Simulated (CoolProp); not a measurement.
Vapour-liquid equilibrium of isopentane (1) + R365MFC (2) at 412.2 K; x and y are mole fractions of (1).

The numbers come from the multi-fluid Helmholtz-energy mixture model, Lemmon 2006 and Lemmon 2016; pair parameters Bell 2016 in CoolProp.

```tsv
x	bubble pressure (kPa)	y at the bubble point	dew pressure at overall composition x (kPa)	liquid density (mol/L)
0.05	___	0.089	___	6.326
0.2	___	0.282	1592	___
0.35	1820	0.416	1759	6.008
0.5	1886	0.525	1876	5.942
0.65	___	0.629	1880	5.979
0.8	1817	0.747	1768	6.128
0.95	___	0.917	___	6.365
```

Fill in the missing entries.


- 0.05, bubble pressure (kPa): 1466
- 0.05, dew pressure at overall composition x (kPa): 1424
- 0.2, bubble pressure (kPa): 1686
- 0.2, liquid density (mol/L): 6.148
- 0.65, bubble pressure (kPa): 1887
- 0.95, bubble pressure (kPa): 1641
- 0.95, dew pressure at overall composition x (kPa): 1603

y crosses x between x = 0.5 and 0.65: the model has an azeotrope there.

Pair parameters are fitted to limited data, so mixtures are less certain than the pure fluids.
